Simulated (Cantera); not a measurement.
A closed system holds: 1 mol TiCl4, 1.4 mol C3H8, equilibrated at 2000 K.

Equilibrium computed with Cantera from the NASA thermochemical tables; the gas is ideal and each condensed phase is pure. Candidate condensed phases: C, C6H6, C7H8, C8H18, Ti, TiC, TiCl2, TiCl3, TiCl4; 96 gas species. The tables' values for TiCl2 are old estimates; treat these amounts as uncertain. TiC: taken at fixed stoichiometry. Kinetics and transport are ignored.

x: gas mole fraction; n: condensed amount in mol.

| P (Pa) | x H2 | x HCl | x H | x Cl | x TiCl3 | x TiCl4 | x TiCl2 | n C(graphite) | n TiC(s) |
|---|---|---|---|---|---|---|---|---|---|
| 10 | 0.417 | 0.401 | 0.105 | 0.0752 | 0.000194 | ___ | 0.00111 | 3.21 | 0.988 |
| 46 | 0.448 | 0.460 | 0.0508 | 0.0388 | 0.000563 | ___ | 0.00136 | 3.21 | 0.984 |
| 220 | 0.465 | 0.490 | 0.0236 | 0.0186 | 0.00141 | ___ | 0.00149 | 3.22 | 0.977 |
| 1000 | 0.474 | 0.500 | 0.0112 | 0.00880 | 0.00311 | ___ | 0.00152 | 3.23 | 0.964 |
| 4600 | 0.484 | 0.498 | 0.00527 | 0.00405 | 0.00641 | ___ | 0.00148 | 3.26 | 0.938 |
| 22000 | 0.497 | 0.484 | 0.00244 | 0.00177 | 0.0123 | ___ | 0.00136 | 3.30 | 0.889 |
| 100000 | 0.518 | 0.455 | 0.00117 | 0.000766 | 0.0205 | ___ | 0.00115 | 3.38 | 0.812 |

Question: What belongs in the gaps?

Answer: 
- 10, x TiCl4: 3.12e-7
- 46, x TiCl4: 2.15e-6
- 220, x TiCl4: 1.23e-5
- 1000, x TiCl4: 5.86e-5
- 4600, x TiCl4: 0.000255
- 22000, x TiCl4: 0.00102
- 100000, x TiCl4: 0.00336
